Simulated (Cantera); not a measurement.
Charge: 1 mol Ti, 1.8 mol H2O, at 42.8 Torr.

These are equilibrium values from Cantera (NASA tables, ideal gas, pure condensed phases), not measurements of a reactor. Candidate condensed phases: H2O, Ti, TiO, TiO2, Ti2O3, Ti3O5, Ti4O7; 12 gas species. Mutual solubility and eutectic melting of coexisting phases are not modelled. Condensed phases not in the tables: Magnéli phases beyond Ti4O7. The numbers say what is thermodynamically allowed, not how fast it happens.

log p: log10 of the partial pressure in bar; n: condensed amount in mol.

```tsv
T (K)	log p H2	log p H2O	log p H	log p OH	log p TiO2	log p TiO	log p O	n TiO2(rutile)	n Ti4O7(s)	n Ti3O5(s)
1450	-1.25	-3.21	-5.65	-9.23	(withheld)	<-13	<-13	0.122	0.220	0
1500	-1.25	-3.05	-5.38	-8.72	(withheld)	-13.02	-12.91	0.0864	0.228	0
1550	-1.25	-2.89	-5.13	-8.24	(withheld)	-12.36	-12.19	0.0389	0.240	0
1600	-1.26	-2.80	-4.89	-7.84	(withheld)	-11.71	-11.56	0	0.250	0
1650	-1.26	-2.80	-4.67	-7.56	(withheld)	-11.02	-11.06	0	0.250	0
1700	-1.26	-2.80	-4.46	-7.29	(withheld)	-10.38	-10.59	0	0.250	0
1750	-1.26	-2.80	-4.26	-7.04	(withheld)	-9.78	-10.14	0	0.249	0.000794
```

Some entries are withheld; supply them.


- 1450, log p TiO2: -12.74
- 1500, log p TiO2: -12.00
- 1550, log p TiO2: -11.31
- 1600, log p TiO2: -10.67
- 1650, log p TiO2: -10.10
- 1700, log p TiO2: -9.56
- 1750, log p TiO2: -9.05
